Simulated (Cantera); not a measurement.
# Premixed flame

A freely propagating, adiabatic, planar premixed flame of 5.37 % C₃H₈, 17.9 % O₂, 67.1 % N₂, 9.66 % H₂O, equivalence ratio 1.5, unburnt at 625 K and 2780 Torr; mixture-averaged transport, grid criteria slope 0.08 and curve 0.16, no radiation.

Computed with Cantera and GRI-Mech 3.0 (53 species, 325 reactions). GRI-Mech 3.0 was tuned for natural gas; its chemistry of propane as a main component is partial and can be far from experiment. Burning velocities carry a grid error of a few per cent, more on coarse grids.

```tsv
z (mm)	T (K)	u (m/s)	x C₃H₈	x O₂	x H₂O	x NO	x H₂O₂	x NO₂
-0.616	626	0.407	0.0534	0.178	0.0963	<1e-8	5.03e-8	<1e-8
-0.411	632	0.414	0.0531	0.176	0.0967	<1e-8	4.50e-7	<1e-8
-0.308	652	0.430	0.0526	0.173	0.0988	2.61e-8	1.70e-6	2.76e-8
-0.205	746	0.500	0.0506	0.161	0.108	1.54e-7	7.50e-6	1.28e-7
-0.103	1097	0.764	0.0357	0.119	0.141	1.06e-6	2.24e-5	2.54e-7
-0.0513	1420	1.03	0.0135	0.0770	0.169	2.33e-6	1.49e-5	1.09e-7
0	1748	1.30	0.000325	0.0340	0.198	4.40e-6	3.38e-6	<1e-8
0.0513	1927	1.43	3.07e-7	0.0125	0.211	7.64e-6	9.74e-7	<1e-8
0.103	2002	1.49	<1e-8	0.00477	0.214	1.07e-5	3.36e-7	<1e-8
0.205	2048	1.52	<1e-8	0.000993	0.212	1.40e-5	5.86e-8	<1e-8
0.411	2066	1.53	<1e-8	0.000120	0.209	1.63e-5	<1e-8	<1e-8
0.821	2069	1.54	<1e-8	9.22e-6	0.207	1.80e-5	<1e-8	<1e-8
1.64	2068	1.54	<1e-8	7.05e-7	0.205	2.11e-5	<1e-8	<1e-8
```
x: mole fraction of selected species; z is measured from the peak of heat release.

| Item | Result |
|---|---|
| laminar burning velocity | 40.5 cm/s |
| thermal thickness | 0.205 mm |
| peak x(H₂O₂) | 2.29e-5 |
| grid points | 131 |
